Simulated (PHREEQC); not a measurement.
A PHREEQC speciation (ion-association model, phreeqc.dat) at 25 °C gives pH 1.32 and these molalities:

```json
[
 {"species": "NO3-", "mol/kgw": "0.252"},
 {"species": "Pb+2", "mol/kgw": "0.0733"},
 {"species": "PbNO3+", "mol/kgw": "0.0685"},
 {"species": "H+", "mol/kgw": "0.0617"},
 {"species": "PbSO4", "mol/kgw": "0.0176"},
 {"species": "HSO4-", "mol/kgw": "0.0103"},
 {"species": "SO4-2", "mol/kgw": "0.00692"},
 {"species": "Pb(SO4)2-2", "mol/kgw": "0.000571"}
]
```

### Question
What are the element totals, and what could have been dissolved in 1 kg of water to give them?

### Answer
This is not unique; one that fits is totals N(5) 0.320, Pb 0.160, S(6) 0.0360 mol/kgw, from 0.16 mol/kgw Pb(NO3)2 and 0.036 mol/kgw H2SO4.

No solid was allowed to form. Examples of supersaturated solids here: Anglesite. Others may be too. Species that the database lacks are ignored.
